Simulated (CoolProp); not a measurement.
A single-stage vapour-compression cycle with carbonyl sulfide: evaporating at 269.15 K (dew point), condensing at 302.15 K (bubble point), superheat 0 K, subcooling 0 K, compressor efficiency 0.7, no pressure losses. Each further row changes one setting.

The numbers come from the reference Helmholtz-energy equation of state, Lemmon 2006 in CoolProp. It is a short technical equation, of lower accuracy than the large ones.

```tsv
case	cooling COP	pressure ratio	discharge temperature (K)	refrigerating effect (kJ/kg)	volumetric capacity (kJ/m³)
as stated	4.92	2.45	343.5	230	3930
evaporating temperature 274.15 K	6.00	?	336.1	?	4580
condensing temperature 297.15 K	?	?	332.8	237	4050
subcooling 5 K	5.06	2.45	343.5	237	4050
superheat 10 K	4.84	2.45	355.6	238	3870
compressor efficiency 0.6	4.21	2.45	?	230	3930
```

Some entries are withheld; supply them.


- evaporating temperature 274.15 K, pressure ratio: 2.11
- evaporating temperature 274.15 K, refrigerating effect (kJ/kg): 232
- condensing temperature 297.15 K, cooling COP: 5.93
- condensing temperature 297.15 K, pressure ratio: 2.17
- compressor efficiency 0.6, discharge temperature (K): 352.8
